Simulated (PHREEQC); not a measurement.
**Buffer: speciation**

Make-up at 35 °C: 0.015 mol/kgw NaHSO4, 0.00013 mol/kgw NH3 and 0.00013 mol/kgw LiCl. Closed to the air; pH follows from the charge balance.

The numbers come from PHREEQC with the ion-association model, phreeqc.dat.

No solid was allowed to form.

**Question.** Predict the pH.

**Answer.** pH 2.09.

**Question.** In which forms is N present?

**Answer.** NH4+ 94 %, NH4SO4- 5.6 % of the N.

Complexes and solids missing from the database can't appear.
